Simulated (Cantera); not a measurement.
**Stirred combustor or abatement burner**

A perfectly stirred reactor is fed with CH₄ : O₂ : N₂ = 1 : 1.54 : 5.78 (molar parts), at 6150 Torr; it is adiabatic with a 748 K inlet, and is followed from long to short residence time, starting on the burning branch (τ in s: 0.15, 0.071, 0.034, 0.016, 0.0079, 0.0038, 0.0018, 0.00088, 0.00042, 0.0002, 9.7e-05, 4.7e-05, 2.2e-05).

Computed with Cantera and GRI-Mech 3.0 (53 species, 325 reactions).

```tsv
τ (s)	T (K)	x CH₄	x O₂	x HO₂	x H₂O₂	x H₂	x O	x NO₂
0.15	2385	3.87e-6	3.59e-5	3.42e-8	1.65e-8	0.0408	1.58e-5	7.44e-9
0.071	2385	7.78e-6	4.39e-5	3.85e-8	1.76e-8	0.0408	1.66e-5	8.18e-9
0.034	2384	1.49e-5	5.94e-5	4.69e-8	1.97e-8	0.0408	1.81e-5	9.41e-9
0.016	2382	2.77e-5	8.95e-5	6.38e-8	2.37e-8	0.0408	2.08e-5	1.13e-8
0.0079	2380	4.68e-5	0.000141	9.39e-8	3.02e-8	0.0408	2.50e-5	1.38e-8
0.0038	2376	7.67e-5	0.000233	1.53e-7	4.15e-8	0.0408	3.21e-5	1.71e-8
0.0018	2372	0.000122	0.000399	2.68e-7	6.08e-8	0.0407	4.34e-5	2.12e-8
0.00088	2365	0.000186	0.000671	4.78e-7	9.09e-8	0.0407	5.97e-5	2.57e-8
0.00042	2355	0.000290	0.00116	8.94e-7	1.41e-7	0.0406	8.41e-5	3.08e-8
0.00020	2341	0.000467	0.00203	1.72e-6	2.26e-7	0.0404	0.000117	3.56e-8
9.7e-5	2319	0.000799	0.00362	3.38e-6	3.73e-7	0.0402	0.000155	3.86e-8
4.7e-5	2280	0.00158	0.00705	7.42e-6	6.94e-7	0.0397	0.000188	3.68e-8
2.2e-5	748	0.120	0.185	<1e-12	<1e-12	<1e-12	<1e-12	<1e-12
```
x: mole fraction; the columns are a selection and need not sum to one.
